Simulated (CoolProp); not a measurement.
The numbers come from the reference Helmholtz-energy equation of state, Outcalt 1996 in CoolProp. It is a modified Benedict-Webb-Rubin equation, recast in Helmholtz form.

For R152A, give the phase and the Z, Joule-Thomson coefficient (K/MPa), viscosity (µPa s), Prandtl number at 500 K and 16.6 MPa; 500 K and 19.6 MPa.


- 500 K and 16.6 MPa: supercritical; Z 0.644, Joule-Thomson coefficient 2.15, viscosity 39.4, Prandtl number 1.46
- 500 K and 19.6 MPa: supercritical; Z 0.665, Joule-Thomson coefficient 1.48, viscosity 46.5, Prandtl number 1.57

Viscosity comes from a separate model (Bell 2016), an estimate that may be off by 10 % or more. Thermal conductivity comes from a separate model (Krauss 1996).
